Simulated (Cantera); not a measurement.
What does this Cantera script print?

```python
import numpy as np
import cantera as ct

gas_names = """
    CrO3 NO2
""".split()
cond_names = """
    Cr2N(s) Cr(cr) Cr(L)
""".split()


# ... load() reads the species with a 1 bar reference pressure and builds the phases ...
species = {s.name: s for s in load("nasa_gas.yaml", gas_names) + load("nasa_condensed.yaml", cond_names)}
# Each term lists the table entries of one substance; the one whose range holds T is used.
reactions = {
    '3 Cr2N + 2 CrO3(g) = 8 Cr + 3 NO2(g)':
        [(-3, ['Cr2N(s)']), (-2, ['CrO3']), (8, ['Cr(cr)', 'Cr(L)']), (3, ['NO2'])],
}


def pick(names, T):
    return next(species[n] for n in names if species[n].thermo.min_temp <= T <= species[n].thermo.max_temp)


results = []
for label, terms in reactions.items():
    print(label)
    print("     T/K   dH/kJ  dS/(J/K)   dG/kJ   log10 K")
    for T in [1448, 1498, 1548, 1598, 1648, 1698, 1748, 1798, 1848, 1898]:
        used = [(nu, pick(names, T)) for nu, names in terms]
        dH = sum(nu * s.thermo.h(T) for nu, s in used) / 1e6
        dS = sum(nu * s.thermo.s(T) for nu, s in used) / 1e3
        dG = dH - T * dS / 1e3
        logK = -dG * 1e6 / (ct.gas_constant * T * np.log(10))
        results.append((label, T, dH, dS, dG, logK, [s.name for _, s in used]))
        print(f"{T:8g} {dH:8.1f} {dS:8.1f} {dG:8.1f} {logK:8.2f}")
```

Result:

```
3 Cr2N + 2 CrO3(g) = 8 Cr + 3 NO2(g)
     T/K   dH/kJ  dS/(J/K)   dG/kJ   log10 K
    1448   1049.9    156.1    823.9   -29.72
    1498   1050.9    156.8    816.1   -28.46
    1548   1052.2    157.6    808.3   -27.27
    1598   1053.7    158.5    800.4   -26.16
    1648   1055.5    159.6    792.4   -25.12
    1698   1057.5    160.8    784.4   -24.13
    1748   1059.8    162.2    776.3   -23.20
    1798   1062.3    163.6    768.2   -22.32
    1848   1065.1    165.1    760.0   -21.48
    1898   1068.2    166.8    751.7   -20.69
```

Standard-state values (1 bar) from the NASA 1993 polynomials, evaluated with Cantera. Condensed species are held in their standard states even where they would react or evaporate.
